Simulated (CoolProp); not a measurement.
Carbonyl sulfide along the isobar 42.4 bar: Z from the reference equation and from simpler models built on Tc = 105.6 °C, pc = 63.69 bar, ω = 0.098; each cubic takes its own stable root.

Model: reference Helmholtz-energy equation of state, Lemmon 2006, in CoolProp. It is a short technical equation, of lower accuracy than the large ones.

```json
[
 {"T (°C)": "-113.85", "phase": "liquid", "reference": "0.1471"},
 {"T (°C)": "-79.35", "phase": "liquid", "reference": "0.1275"},
 {"T (°C)": "-44.95", "phase": "liquid", "reference": "0.1148"},
 {"T (°C)": "-10.45", "phase": "liquid", "reference": "0.1067"},
 {"T (°C)": "23.95", "phase": "liquid", "reference": "0.1026"},
 {"T (°C)": "58.35", "phase": "liquid", "reference": "0.1036"},
 {"T (°C)": "92.85", "phase": "gas", "reference": "0.6651"},
 {"T (°C)": "127.25", "phase": "gas", "reference": "0.7795"},
 {"T (°C)": "161.75", "phase": "gas", "reference": "0.8412"},
 {"T (°C)": "196.15", "phase": "gas", "reference": "0.8810"}
]
```

Problem. How far does each simpler model (Redlich-Kwong, Soave-Redlich-Kwong) lie from the reference over these 10 states: mean and median of the absolute difference, and the worst?

Solution. 
- Redlich-Kwong: mean 4.7 %, median 5.3 %, worst +13.0 % at 58.35 °C and 42.4 bar
- Soave-Redlich-Kwong: mean 4.2 %, median 5.2 %, worst +11.2 % at 58.35 °C and 42.4 bar
